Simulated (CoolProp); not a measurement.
A closed Brayton cycle with dry air: compressor inlet 331.15 K and 4.7 MPa, high pressure 14.4 MPa, turbine inlet 810 K, compressor efficiency 0.89, turbine efficiency 0.85, recuperator effectiveness 0.8 (on enthalpy, no pinch check). Each further row changes one setting.

Values from CoolProp's reference Helmholtz-energy equation of state, Lemmon 2000. It is a pseudo-pure fit of the blend.

```csv
case,thermal efficiency (%),net work (kJ/kg),compressor to turbine work,compressor exit (K),turbine exit (K)
as stated,22.5,52.9,0.73,472.5,632.3
turbine inlet 760 K,18.9,40.5,0.78,472.5,591.6
compressor inlet 341.15 K,20.8,48.4,0.76,486.4,632.3
high pressure 12.2 MPa,23.6,51.8,0.70,448.7,655.8
recuperator effectiveness 0.5,18.5,52.9,0.73,472.5,632.3
```
